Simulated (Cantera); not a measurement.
A perfectly stirred reactor is fed with 5.88 % C2H6, 94.1 % N2, at 100.0 Torr; it is held at 2000 K, and followed from long to short residence time.

Detailed kinetics in Cantera: GRI-Mech 3.0 (53 species, 325 reactions). GRI-Mech 3.0 stops at C3 and has no aromatics, soot or wall deposition, so with more carbon than oxygen in the feed, carbon stays in small species such as C2H2 where larger ones or solid carbon would form.

x: mole fraction; the columns are a selection and need not sum to one.

```csv
τ (s),x C2H6,x H2,x CH4,x CH3,x CH2,x H
0.57,[?],0.103,0.000808,0.000223,3.84e-6,0.00145
0.23,[?],0.102,0.00126,0.000354,6.00e-6,0.00146
0.095,[?],0.101,0.00192,0.000554,9.22e-6,0.00148
0.039,[?],0.0995,0.00288,0.000867,1.41e-5,0.00151
0.016,[?],0.0969,0.00423,0.00136,2.14e-5,0.00157
0.0065,[?],0.0933,0.00604,0.00213,3.21e-5,0.00165
0.0026,[?],0.0881,0.00833,0.00336,4.76e-5,0.00176
0.0011,[?],0.0815,0.0107,0.00514,6.76e-5,0.00188
```

**Question.** Some entries are withheld; supply them.

**Answer.** 
- 0.57, x C2H6: 1.10e-6
- 0.23, x C2H6: 2.72e-6
- 0.095, x C2H6: 6.55e-6
- 0.039, x C2H6: 1.58e-5
- 0.016, x C2H6: 3.79e-5
- 0.0065, x C2H6: 9.12e-5
- 0.0026, x C2H6: 0.000221
- 0.0011, x C2H6: 0.000504
